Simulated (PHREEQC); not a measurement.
Make-up at 20 °C: 6.2 mmol/kgw HCl, 0.18 mmol/kgw CuSO4 and 0.031 mmol/kgw MgCl2. Closed to the air; pH follows from the charge balance.

Equilibrium calculation in PHREEQC: ion-association model, phreeqc.dat.

```csv
quantity,before,after
pH,2.25,2.26
HSO4- (mol/kgw),4.94e-5,0.000224
CuSO4 (mol/kgw),2.26e-6,4.84e-5
CuCl+ (mol/kgw),1.66e-6,7.60e-6
MgSO4 (mol/kgw),4.09e-7,1.75e-6
```

Task: What was changed between the two runs?
A) 0.00014 mol/kgw HBr added
B) temperature from 20 to 75 °C
C) CuSO4 from 0.00018 to 0.0009 mol/kgw
D) temperature from 20 to 45 °C
E) CuSO4 from 0.00018 to 0.00036 mol/kgw

Result: C, CuSO4 from 0.00018 to 0.0009 mol/kgw

Precipitation was switched off in this run.
